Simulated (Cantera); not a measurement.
# Carbon deposition, reforming and gasification: C2H2 + H2O + N2

Charge: 1 mol C2H2, 0.36 mol H2O, 0.66 mol N2, equilibrated at 0.140 bar.

Method: chemical equilibrium by Gibbs-energy minimisation in Cantera with the NASA 1993 tables (ideal gas, pure condensed phases). Candidate condensed phases: C, C6H6, C7H8, C8H18, H2O; 169 gas species. Ions and electrons are included (thermal ionisation). Equilibrium is a limit: real reactors are often held back by kinetics, nucleation or transport.

```csv
T (K),log p H2,log p H,log p N2,log p C,log p CO,log p C3,log p HCN,log p CN,log p C2,log p N,log p C2H2 (acetylene),log p C2H,n C(graphite)
2000,-1.10,-3.34,-1.42,-10.52,-1.67,-10.56,-3.09,-6.96,-11.63,-9.75,-4.22,-8.18,1.62
2500,-1.14,-2.17,-1.45,-6.78,-1.68,-6.30,-2.44,-4.71,-7.34,-7.26,-3.11,-5.28,1.54
3000,-1.34,-1.47,-1.53,-4.30,-1.73,-3.51,-2.14,-3.25,-4.50,-5.62,-2.55,-3.44,1.31
3500,-1.91,-1.19,-1.71,-2.66,-1.87,-1.94,-2.33,-2.41,-2.75,-4.51,-2.85,-2.63,0
4000,-2.63,-1.11,-1.78,-1.90,-1.95,-2.17,-3.04,-2.21,-2.38,-3.64,-4.29,-3.09,0
4500,-3.34,-1.13,-1.83,-1.52,-2.00,-2.98,-3.89,-2.26,-2.51,-2.96,-5.99,-3.95,0
5000,-3.92,-1.15,-1.86,-1.42,-2.03,-4.24,-4.77,-2.49,-3.03,-2.41,-7.75,-5.04,0
```
log p: log10 of the partial pressure in bar; n: condensed amount in mol.

From 2000 K to 3000 K the condensed part is C(graphite). From 3500 K to 5000 K nothing is condensed. The main C-bearing gas is CO at 2000 K and C at 5000 K.
